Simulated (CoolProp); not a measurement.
Vapour-liquid equilibrium of R1234ze(E) (1) + R227EA (2) at 204 K; x and y are mole fractions of (1).

Model: multi-fluid Helmholtz-energy mixture model, Thol 2016 and Lemmon 2016; pair parameters Bell 2023, in CoolProp.

Question: Give the bubble pressure and the first vapour's composition at x = 0.35, 0.5, 0.8. Is there an azeotrope?

Answer: x = 0.35: 0.05382 bar, y = 0.398; x = 0.5: 0.05538 bar, y = 0.545; x = 0.8: 0.05781 bar, y = 0.818. No azeotrope shows between x = 0.05 and 0.95.

Pair parameters are fitted to limited data, so mixtures are less certain than the pure fluids.
